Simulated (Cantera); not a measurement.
A closed system holds: 1 mol H₂O, 0.08 mol H₂, 17 mol N₂, at 3473 K and 57000 Torr.

These are equilibrium values from Cantera (NASA tables, ideal gas, pure condensed phases), not measurements of a reactor. The ideal-gas law is rough above about 30 bar. Kinetics and transport are ignored.

```
species   before    after
-------  -------  -------
N₂         0.922    0.872
H₂O       0.0339   0.0406
NO       0.00752   0.0282
O₂       0.00166   0.0247
H₂        0.0170  0.00526
OH       0.00752   0.0162
NO₂      2.55e-6  3.70e-5
HO₂      4.07e-6  3.38e-5
O        0.00215  0.00829
N₂O      4.15e-6  1.52e-5
H        0.00830  0.00462
N        2.14e-5  2.09e-5
```
Gas species are given as mole fractions.

Task: Which change was made?
A) 0.87 mol O₂ added
B) H₂ from 0.08 to 4.3 mol
C) pressure from 57000 Torr to 1.00 Torr
D) pressure from 57000 Torr to 4430 Torr

Result: A, 0.87 mol O₂ added
